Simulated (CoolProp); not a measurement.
A single-stage vapour-compression cycle with R245ca: evaporating at 287.15 K (dew point), condensing at 325.15 K (bubble point), superheat 0 K, subcooling 0 K, compressor efficiency 0.65, no pressure losses. Each further row changes one setting.

Computed with CoolProp (reference Helmholtz-energy equation of state, Zhou 2016).

| case | cooling COP | pressure ratio | discharge temperature (K) | refrigerating effect (kJ/kg) | volumetric capacity (kJ/m³) |
|---|---|---|---|---|---|
| as stated | 4.15 | 4.00 | 332.3 | 158 | 584 |
| evaporating temperature 292.15 K | 4.98 | 3.25 | 330.8 | 162 | 728 |
| condensing temperature 320.15 K | 4.91 | 3.41 | 327.0 | 165 | 611 |
| subcooling 5 K | 4.34 | 4.00 | 332.3 | 165 | 611 |
| superheat 10 K | 4.21 | 4.00 | 342.6 | 166 | 595 |
| compressor efficiency 0.55 | 3.51 | 4.00 | 339.1 | 158 | 584 |
